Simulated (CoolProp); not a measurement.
Vapour-liquid equilibrium of R134a (1) + R227EA (2) at 254.8 K; x and y are mole fractions of (1).

Model: multi-fluid Helmholtz-energy mixture model, Tillner-Roth 1994 and Lemmon 2016; pair parameters Bell 2016, in CoolProp.

Give the bubble pressure and the first vapour's composition at x = 0.125, 0.2, 0.65. Is there an azeotrope?

x = 0.125: 1.016 bar, y = 0.195; x = 0.2: 1.064 bar, y = 0.293; x = 0.65: 1.299 bar, y = 0.727. No azeotrope shows between x = 0.05 and 0.95.

The pair parameters rest on a limited set of measurements; away from them the model extrapolates.
